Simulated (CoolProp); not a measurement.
Saturation properties of hexamethyldisiloxane (MM).

Model: reference Helmholtz-energy equation of state, Thol 2016, in CoolProp.

```csv
T (°C),p (kPa),liquid density (kg/m³),enthalpy of vaporisation (kJ/kg),liquid cp (kJ/(kg K)),vapour Z,surface tension (mN/m)
46.65,15.25,736.4,219.0,1.958,0.9835,13.5
58.45,24.66,723.4,213.5,1.991,0.9767,12.5
70.15,38.14,710.4,208.0,2.024,0.9682,11.5
81.85,56.94,697.0,202.2,2.059,0.9578,10.6
93.65,82.66,683.1,196.3,2.094,0.9450,9.60
105.35,116.4,669.0,190.1,2.131,0.9301,8.67
117.15,160.3,654.2,183.7,2.169,0.9124,7.75
128.85,215.4,638.9,176.9,2.208,0.8921,6.86
140.65,284.6,622.9,169.6,2.250,0.8685,5.99
```

It boils at 100.5 °C under 1 atm.

Surface tension comes from a separate correlation (Mulero 2014), older than this fluid's equation and unchecked against measurements.
